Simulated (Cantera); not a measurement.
## Premixed flame

A freely propagating, adiabatic, planar premixed flame of CH4 : O2 : N2 = 1 : 1.82 : 6.84 (molar parts), equivalence ratio 1.1, unburnt at 600 K and 0.987 atm; multicomponent+Soret transport, grid criteria slope 0.08 and curve 0.16, no radiation.

Model: GRI-Mech 3.0 (53 species, 325 reactions), integrated in Cantera. Burning velocities carry a grid error of a few per cent, more on coarse grids.

```
z (mm)   T (K)  u (m/s)     x CH4     x O2    x HCN      x H2      x CO    x C2H2
-------  -----  -------  --------  -------  -------  --------  --------  --------
-0.992     600     1.29     0.103    0.188    <1e-8  0.000797   2.27e-6     <1e-8
-0.661     601     1.30     0.103    0.188    <1e-8   0.00233   2.82e-5   3.30e-8
-0.496     609     1.31     0.102    0.187    <1e-8   0.00447  0.000186   2.83e-7
-0.331     661     1.44    0.0970    0.184  8.46e-8   0.00897   0.00158   3.38e-6
-0.165    1038     2.29    0.0703    0.152  1.26e-6    0.0192    0.0154   5.16e-5
-0.0827   1450     3.24    0.0394    0.109  3.51e-6    0.0264    0.0354  0.000158
0         1839     4.16   0.00995   0.0593  7.50e-6    0.0293    0.0567  0.000289
0.0827    2009     4.56  0.000849   0.0293  7.44e-6    0.0248    0.0592   7.50e-5
0.165     2052     4.64   3.64e-5   0.0185  3.50e-6    0.0215    0.0518   3.78e-6
0.331     2093     4.71   6.47e-8   0.0134  5.26e-7    0.0208    0.0428     <1e-8
0.661     2143     4.80     <1e-8   0.0111  2.55e-8    0.0203    0.0386     <1e-8
1.32      2207     4.93     <1e-8  0.00896    <1e-8    0.0188    0.0366     <1e-8
2.65      2273     5.05     <1e-8  0.00661    <1e-8    0.0168    0.0344     <1e-8
```
x: mole fraction of selected species; z is measured from the peak of heat release.

- laminar burning velocity = 129 cm/s
- thermal thickness = 0.331 mm
- peak x(HCN) = 8.49e-6
- peak x(H2) = 0.0294
- peak x(CO) = 0.0606
- peak x(C2H2) = 0.000292
